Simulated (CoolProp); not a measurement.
Model: reference Helmholtz-energy equation of state, Lemmon 2006, in CoolProp. It is a short technical equation, of lower accuracy than the large ones.

Question: For R142b, give the phase and the cp (kJ/(kg K)), speed of sound (m/s) at 35.85 °C and 0.101 MPa; 53.55 °C and 0.101 MPa; 59.45 °C and 0.101 MPa.

Answer: 
- 35.85 °C and 0.101 MPa: gas; cp 0.867, speed of sound 165
- 53.55 °C and 0.101 MPa: gas; cp 0.892, speed of sound 170
- 59.45 °C and 0.101 MPa: gas; cp 0.901, speed of sound 172
